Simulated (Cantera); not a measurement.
Cantera run:

```python
import numpy as np
import cantera as ct

gas_names = [...]  # 114 gases of nasa_gas.yaml made of C, Fe, H, O
cond_names = """
    C(gr) C6H6(L) C7H8(L) C8H18(L),n-octa Fe(a) Fe(c) Fe(d) Fe(L) FeC5O5(L) FeO(s) FeO(L) Fe(OH)2(s)
    Fe(OH)3(s) Fe2O3(s) Fe3O4(s) H2O(s) H2O(L)
""".split()


# ... load() reads the species with a 1 bar reference pressure and builds the phases ...
atoms = {
    'Fe2O3': {'Fe': 2, 'O': 3},
    'CH4': {'C': 1, 'H': 4},
    'H2': {'H': 2},
}
top_T = {'C(gr)': 4500, 'Fe2O3(s)': 1830, 'Fe3O4(s)': 1870}  # K; cautious upper limits of use, not melting points


# ... equilibrate(T, P, feed) seeds the gas with the atoms and calls Mixture.equilibrate('TP', solver="vcs", rtol=1e-11, max_steps=5000) ...
results = []
feed = {'Fe2O3': 1, 'CH4': 0.61, 'H2': 0.69}  # mol
P = 970000  # Pa
for T in [1148, 1173, 1198, 1223, 1248, 1273, 1298, 1323, 1348, 1373, 1398, 1423, 1448]:
    mix = equilibrate(T, P, feed)
    results.append((T, P, feed, dict(zip(mix.species_names, mix.species_moles))))
    x = sorted(zip(gas.X, gas.species_names), reverse=True)
    print(f"T = {T:g} K  P = {P:g} Pa  gas = {mix.phase_moles(0):.4g} mol")
    print("   x: " + "  ".join(f"{s} {v:.3e}" for v, s in x if v > 1e-06))
    print("   condensed (mol): " + ("  ".join(f"{mix.phase(i).name} {mix.phase_moles(i):.4g}"
          for i in range(1, mix.n_phases) if mix.phase_moles(i) > 1e-12) or "none"))
```

Result:

```
T = 1148 K  P = 970000 Pa  gas = 2.387 mol
   x: H2 5.934e-01  CO 1.873e-01  H2O 1.510e-01  CO2 4.033e-02  CH4 2.791e-02
   condensed (mol): FeO(s) 2
T = 1173 K  P = 970000 Pa  gas = 2.438 mol
   x: H2 5.936e-01  CO 1.934e-01  H2O 1.562e-01  CO2 4.000e-02  CH4 1.682e-02
   condensed (mol): Fe(a) 0.04739  FeO(s) 1.953
T = 1198 K  P = 970000 Pa  gas = 2.471 mol
   x: H2 5.902e-01  CO 1.971e-01  H2O 1.629e-01  CO2 3.984e-02  CH4 9.962e-03
   condensed (mol): Fe(c) 0.08636  FeO(s) 1.914
T = 1223 K  P = 970000 Pa  gas = 2.49 mol
   x: H2 5.858e-01  CO 1.995e-01  H2O 1.693e-01  CO2 3.948e-02  CH4 5.966e-03
   condensed (mol): Fe(c) 0.115  FeO(s) 1.885
T = 1248 K  P = 970000 Pa  gas = 2.502 mol
   x: H2 5.809e-01  CO 2.012e-01  H2O 1.753e-01  CO2 3.899e-02  CH4 3.629e-03
   condensed (mol): Fe(c) 0.137  FeO(s) 1.863
T = 1273 K  P = 970000 Pa  gas = 2.509 mol
   x: H2 5.758e-01  CO 2.025e-01  H2O 1.810e-01  CO2 3.845e-02  CH4 2.245e-03
   condensed (mol): Fe(c) 0.155  FeO(s) 1.845
T = 1298 K  P = 970000 Pa  gas = 2.513 mol
   x: H2 5.707e-01  CO 2.034e-01  H2O 1.865e-01  CO2 3.789e-02  CH4 1.413e-03
   condensed (mol): Fe(c) 0.1703  FeO(s) 1.83
T = 1323 K  P = 970000 Pa  gas = 2.515 mol
   x: H2 5.657e-01  CO 2.043e-01  H2O 1.918e-01  CO2 3.732e-02  CH4 9.043e-04
   condensed (mol): Fe(c) 0.184  FeO(s) 1.816
T = 1348 K  P = 970000 Pa  gas = 2.517 mol
   x: H2 5.608e-01  CO 2.050e-01  H2O 1.968e-01  CO2 3.676e-02  CH4 5.883e-04
   condensed (mol): Fe(c) 0.1965  FeO(s) 1.804
T = 1373 K  P = 970000 Pa  gas = 2.518 mol
   x: H2 5.561e-01  CO 2.056e-01  H2O 2.017e-01  CO2 3.622e-02  CH4 3.888e-04
   condensed (mol): Fe(c) 0.2081  FeO(s) 1.792
T = 1398 K  P = 970000 Pa  gas = 2.519 mol
   x: H2 5.515e-01  H2O 2.064e-01  CO 2.062e-01  CO2 3.569e-02  CH4 2.609e-04  H 1.128e-06  Fe(OH)2 1.124e-06
   condensed (mol): Fe(c) 0.219  FeO(s) 1.781
T = 1423 K  P = 970000 Pa  gas = 2.519 mol
   x: H2 5.470e-01  H2O 2.108e-01  CO 2.068e-01  CO2 3.517e-02  CH4 1.776e-04  H 1.577e-06  Fe(OH)2 1.507e-06
   condensed (mol): Fe(c) 0.2293  FeO(s) 1.771
T = 1448 K  P = 970000 Pa  gas = 2.519 mol
   x: H2 5.427e-01  H2O 2.152e-01  CO 2.073e-01  CO2 3.468e-02  CH4 1.225e-04  H 2.180e-06  Fe(OH)2 1.998e-06
   condensed (mol): Fe(c) 0.2391  FeO(s) 1.761
```

Method: chemical equilibrium by Gibbs-energy minimisation in Cantera with the NASA 1993 tables (ideal gas, pure condensed phases). Mutual solubility and eutectic melting of coexisting phases are not modelled. The tables' stoichiometric FeO is somewhat more stable than real wüstite, so its field is too wide. FeO: taken at fixed stoichiometry.
